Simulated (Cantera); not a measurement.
Cantera run, input and output.

```python
import numpy as np
import cantera as ct

surf = ct.Interface("diamond.yaml", "diamond_100")
gas, bulk = surf.adjacent["gas"], surf.adjacent["diamond"]
k = surf.kinetics_species_index(bulk.species_names[0])
cover = ["c6HH", "c6H*", "c6*H", "c6**", "c6HM", "c6B"]

rows, drift = [], 0.0
print(f"{'P':>10s}{'um/h':>11s}" + "".join(f"{s:>11s}" for s in cover))
for v in [550, 870, 1400, 2200, 3500, 5600, 8800, 14000]:
    T, P, xH, xCH3 = 1350, v, 0.00079, 4.3e-05
    gas.TPX = T, P, {"H": xH, "CH3": xCH3, "CH4": 0.016, "H2": 1 - xH - xCH3 - 0.016}
    surf.TP = bulk.TP = T, P
    surf.coverages = "c6H*:0.1, c6HH:0.9"
    surf.advance_coverages(100.0)
    before = surf.coverages
    surf.advance_coverages(100.0)
    drift = max(drift, np.max(np.abs(surf.coverages - before) / (surf.coverages + 1e-9)))
    rate = surf.net_production_rates[k] * bulk.mean_molecular_weight / bulk.density * 3.6e9
    rows.append([rate, *surf[cover].coverages])
    print(f"{v:10.4g}{rate:11.4e}" + "".join(f"{x:11.3e}" for x in rows[-1][1:]))
```

Output:

```
         P       um/h       c6HH       c6H*       c6*H       c6**       c6HM        c6B
       550 3.7059e-03  4.282e-01  5.009e-02  4.940e-01  2.760e-02  2.679e-06  1.006e-11
       870 8.5018e-03  4.286e-01  5.006e-02  4.937e-01  2.754e-02  4.346e-06  2.307e-11
      1400 1.9389e-02  4.289e-01  5.003e-02  4.934e-01  2.750e-02  7.226e-06  5.261e-11
      2200 4.0669e-02  4.290e-01  5.002e-02  4.932e-01  2.746e-02  1.176e-05  1.104e-10
      3500 8.3043e-02  4.291e-01  5.000e-02  4.931e-01  2.743e-02  1.941e-05  2.253e-10
      5600 1.6326e-01  4.292e-01  5.000e-02  4.930e-01  2.740e-02  3.212e-05  4.430e-10
      8800 3.0158e-01  4.292e-01  5.000e-02  4.929e-01  2.738e-02  5.178e-05  8.184e-10
   1.4e+04 5.5298e-01  4.292e-01  5.000e-02  4.928e-01  2.736e-02  8.387e-05  1.501e-09
```

Cantera simulation using the Harris–Goodwin 1993 mechanism for the reconstructed diamond (100) surface; the numbers are that mechanism's predictions, not measurements.
